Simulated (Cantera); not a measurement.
Mixture: CH4 : CO : O2 : N2 = 1 : 0.17 : 1.23 : 4.61 (molar parts), equivalence ratio 1.7, at 8.78 atm, adiabatic and at constant volume. Ignition delay is the time to a rise of 400 K.

Detailed kinetics in Cantera: GRI-Mech 3.0 (53 species, 325 reactions).

Q: What does this change do: 0.13 parts C2H6 added?

A: 
```tsv
quantity	before	after
delay at 1223 K	6.47 ms	0.754 ms
delay at 1323 K	1.85 ms	0.281 ms
delay at 1423 K	0.591 ms	0.115 ms
delay at 1523 K	0.208 ms	49.0 µs
delay at 1623 K	79.4 µs	22.1 µs
delay at 1723 K	33.4 µs	10.7 µs
delay at 1823 K	15.5 µs	5.70 µs
apparent activation energy between 1623 and 1823 K	200 kJ/mol	170 kJ/mol
```

Q: What does this change do: CH4 1 to 0.71 parts?

A: 
```tsv
quantity	before	after
delay at 1223 K	6.47 ms	5.55 ms
delay at 1323 K	1.85 ms	1.58 ms
delay at 1423 K	0.591 ms	0.507 ms
delay at 1523 K	0.208 ms	0.180 ms
delay at 1623 K	79.4 µs	70.4 µs
delay at 1723 K	33.4 µs	30.4 µs
delay at 1823 K	15.5 µs	14.5 µs
apparent activation energy between 1623 and 1823 K	200 kJ/mol	190 kJ/mol
```
